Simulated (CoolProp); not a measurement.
A simple Rankine cycle with vinyl chloride: condensing at 312.15 K, boiler at 4.12 MPa, turbine inlet 429 K, turbine efficiency 0.8, pump efficiency 0.8, no recuperator. Each further row changes one setting.

Values from CoolProp's reference Helmholtz-energy equation of state, Thol 2022.

| case | thermal efficiency (%) | net work (kJ/kg) | heat in (kJ/kg) | turbine exit temperature (K) | volume ratio over the turbine |
|---|---|---|---|---|---|
| as stated | 14.9 | 55.5 | 373 | 320.8 | 6.86 |
| condensing temperature 304.15 K | 16.0 | 61.8 | 386 | 311.4 | 8.42 |
| boiler pressure 2.88 MPa | 13.2 | 52.7 | 398 | 348.4 | 4.58 |
| turbine efficiency 0.7 | 12.8 | 47.9 | 373 | 328.3 | 7.07 |
